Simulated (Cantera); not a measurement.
A perfectly stirred reactor is fed with CH4 : O2 : N2 : CO2 = 1 : 2 : 7.52 : 2.2 (molar parts), equivalence ratio 1.0, at 1.01 bar; it is adiabatic with a 300 K inlet, and is followed from long to short residence time, starting on the burning branch (τ in s: 0.19, 0.058, 0.018, 0.0055, 0.0017, 0.00053, 0.00016, 5e-05, 1.6e-05, 4.8e-06).

Cantera simulation using GRI-Mech 3.0 (53 species, 325 reactions); the numbers are that mechanism's predictions, not measurements.

Q: What does this change do: inlet temperature 300 to 450 K?

A: 
| quantity | before | after |
|---|---|---|
| blow-out, bracketed by the residence times tried | burning at 0.530 ms, out at 0.160 ms | burning at 0.530 ms, out at 0.160 ms |
| x(CH4) at τ = 0.190 s | 8.06e-6 | 6.00e-6 |
| x(O2) at τ = 0.190 s | 0.00478 | 0.00536 |
| x(CO2) at τ = 0.190 s | 0.241 | 0.240 |
| x(CH3) at τ = 0.190 s | 2.62e-6 | 2.20e-6 |
| x(O) at τ = 0.190 s | 8.69e-5 | 0.000108 |
| x(CH4) at τ = 0.530 ms | 0.00114 | 0.000586 |
| x(O2) at τ = 0.530 ms | 0.0243 | 0.0230 |
| x(CO2) at τ = 0.530 ms | 0.207 | 0.207 |
| x(CH3) at τ = 0.530 ms | 0.000163 | 0.000106 |
| x(O) at τ = 0.530 ms | 0.000836 | 0.00140 |

Q: What does this change do: inlet temperature 300 to 475 K?

A: 
```csv
quantity,before,after
"blow-out, bracketed by the residence times tried","burning at 0.530 ms, out at 0.160 ms","burning at 0.530 ms, out at 0.160 ms"
x(CH4) at τ = 0.190 s,8.06e-6,5.70e-6
x(O2) at τ = 0.190 s,0.00478,0.00547
x(CO2) at τ = 0.190 s,0.241,0.240
x(CH3) at τ = 0.190 s,2.62e-6,2.13e-6
x(O) at τ = 0.190 s,8.69e-5,0.000113
x(CH4) at τ = 0.530 ms,0.00114,0.000544
x(O2) at τ = 0.530 ms,0.0243,0.0231
x(CO2) at τ = 0.530 ms,0.207,0.206
x(CH3) at τ = 0.530 ms,0.000163,0.000102
x(O) at τ = 0.530 ms,0.000836,0.00147
```
